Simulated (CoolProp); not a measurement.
Saturation properties of cyclohexane.

Computed with CoolProp (reference Helmholtz-energy equation of state, Zhou 2014).

| T (K) | p (MPa) | liquid density (kg/m³) | liquid cp (kJ/(kg K)) |
|---|---|---|---|
| 324.9 | 0.03869 | 748.2 | … |
| 332.3 | … | 741.0 | … |
| 339.8 | 0.06504 | 733.6 | 2.058 |
| 347.2 | 0.08256 | 726.2 | 2.095 |
| 354.6 | 0.1036 | 718.7 | … |
| 362.1 | 0.1289 | … | 2.169 |
| 369.5 | … | 703.4 | 2.207 |
| 377 | 0.1933 | … | 2.246 |
| 384.4 | 0.2333 | 687.6 | … |

Task: Fill in the missing entries.

Result: 
- 324.9, liquid cp (kJ/(kg K)): 1.986
- 332.3, p (MPa): 0.05042
- 332.3, liquid cp (kJ/(kg K)): 2.022
- 354.6, liquid cp (kJ/(kg K)): 2.131
- 362.1, liquid density (kg/m³): 711.0
- 369.5, p (MPa): 0.1584
- 377, liquid density (kg/m³): 695.5
- 384.4, liquid cp (kJ/(kg K)): 2.285

It boils at 353.9 K under 1 atm.
